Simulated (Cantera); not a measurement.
Charge: 1 mol B2H6, 7.1 mol H2O, 0.45 mol N2, equilibrated at 0.150 Torr.

Method: chemical equilibrium by Gibbs-energy minimisation in Cantera with the NASA 1993 tables (ideal gas, pure condensed phases). Candidate condensed phases: B, BN, B2O3, B3O3H3, H2O; 39 gas species. The feed counts by its element totals alone. Rates play no part.

x: gas mole fraction; n: condensed amount in mol.

```tsv
T (K)	x H2	x H2O	x HBO2	x N2	x B2O3	x H	n B2O3(l)
925	0.569	0.388	0.000210	0.0427	3.41e-10	(withheld)	0.997
975	0.569	0.388	0.000674	0.0426	4.90e-9	(withheld)	0.995
1025	0.568	0.387	0.00192	0.0426	5.38e-8	(withheld)	0.989
1075	0.567	0.385	0.00493	0.0426	4.68e-7	(withheld)	0.973
1125	0.565	0.381	0.0116	0.0424	3.33e-6	(withheld)	0.938
1175	0.562	0.371	0.0249	0.0421	1.99e-5	(withheld)	0.866
1225	0.555	0.354	0.0496	0.0416	0.000102	(withheld)	0.730
1275	0.542	0.325	0.0913	0.0407	0.000460	(withheld)	0.490
1325	0.524	0.280	0.155	0.0393	0.00183	(withheld)	0.0920
1375	0.519	0.271	0.168	0.0390	0.00264	(withheld)	0
```

Problem. Some entries are withheld; supply them.

Solution. 
- 925, x H: 1.39e-8
- 975, x H: 6.10e-8
- 1025, x H: 2.32e-7
- 1075, x H: 7.82e-7
- 1125, x H: 2.36e-6
- 1175, x H: 6.50e-6
- 1225, x H: 1.64e-5
- 1275, x H: 3.84e-5
- 1325, x H: 8.37e-5
- 1375, x H: 0.000175
